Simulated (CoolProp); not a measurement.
Vapour pressure (MPa) of C3F8 (R218): the reference equation beside estimates from Tc = 71.9 °C, pc = 2.640 MPa, ω = 0.317.

Model: reference Helmholtz-energy equation of state, Lemmon 2006, in CoolProp. It is a short technical equation, of lower accuracy than the large ones.

| T (°C) | reference | Lee-Kesler | van der Waals | Soave-Redlich-Kwong | Peng-Robinson |
|---|---|---|---|---|---|
| -36.15 | 0.1043 | 0.1041 | 0.4804 | 0.1041 | 0.1041 |
| -33.55 | 0.1170 | 0.1170 | 0.5081 | 0.1169 | 0.1167 |
| -30.95 | 0.1310 | 0.1310 | 0.5370 | 0.1309 | 0.1306 |
| -28.35 | 0.1462 | 0.1463 | 0.5668 | 0.1462 | 0.1456 |
| -25.75 | 0.1627 | 0.1630 | 0.5977 | 0.1629 | 0.1620 |
| -23.15 | 0.1806 | 0.1811 | 0.6298 | 0.1809 | 0.1798 |
| -20.55 | 0.2000 | 0.2006 | 0.6628 | 0.2005 | 0.1991 |
| -17.95 | 0.2209 | 0.2218 | 0.6970 | 0.2217 | 0.2199 |
| -15.35 | 0.2435 | 0.2445 | 0.7324 | 0.2446 | 0.2424 |
| -12.75 | 0.2678 | 0.2690 | 0.7688 | 0.2692 | 0.2666 |
| -10.15 | 0.2939 | 0.2953 | 0.8064 | 0.2957 | 0.2926 |
| -7.45 | 0.3230 | 0.3246 | 0.8466 | 0.3252 | 0.3216 |
| -4.85 | 0.3530 | 0.3549 | 0.8866 | 0.3557 | 0.3516 |
| -2.25 | 0.3850 | 0.3871 | 0.9277 | 0.3884 | 0.3837 |

Absolute difference from the reference over all 14 rows, mean and median: Lee-Kesler 0.3 and 0.4 %, van der Waals 233.7 and 223.5 %, Soave-Redlich-Kwong 0.4 and 0.3 %, Peng-Robinson 0.4 and 0.4 %.
